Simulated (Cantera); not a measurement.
Feed: 1 mol CH3SiH3, 0.24 mol CH4, 32 mol H2, equilibrated at 1000 Pa.

Cantera equilibrium calculation (NASA polynomials, part measured and part estimated; ideal gas, pure solids and liquids). Candidate condensed phases: C, C6H6, C7H8, C8H18, Si, SiC; 87 gas species. The feed counts by its element totals alone. Gases not in the tables: Si2H6 and higher silanes. Equilibrium is a limit: real reactors are often held back by kinetics, nucleation or transport.

Which condensed phases are stable at each of these points (T (°C)): 775, 975, 1175, 1375, 1575, 1775, 1975, 2175, 2375?


```json
[
 {"T (°C)": "775", "condensed phases": "C(graphite) + SiC(s)", "Si condensed (%)": "100.0"},
 {"T (°C)": "975", "condensed phases": "C(graphite) + SiC(s)", "Si condensed (%)": "100.0"},
 {"T (°C)": "1175", "condensed phases": "C(graphite) + SiC(s)", "Si condensed (%)": "100.0"},
 {"T (°C)": "1375", "condensed phases": "C(graphite) + SiC(s)", "Si condensed (%)": "100.0"},
 {"T (°C)": "1575", "condensed phases": "C(graphite) + SiC(s)", "Si condensed (%)": "99.9"},
 {"T (°C)": "1775", "condensed phases": "C(graphite) + SiC(s)", "Si condensed (%)": "97.9"},
 {"T (°C)": "1975", "condensed phases": "C(graphite) + SiC(s)", "Si condensed (%)": "65.2"},
 {"T (°C)": "2175", "condensed phases": "C(graphite)", "Si condensed (%)": "0.0"},
 {"T (°C)": "2375", "condensed phases": "gas only", "Si condensed (%)": "0.0"}
]
```

From 775 °C to 1975 °C the condensed part is C(graphite) + SiC(s). At 2175 °C the condensed part is C(graphite). At 2375 °C nothing is condensed.
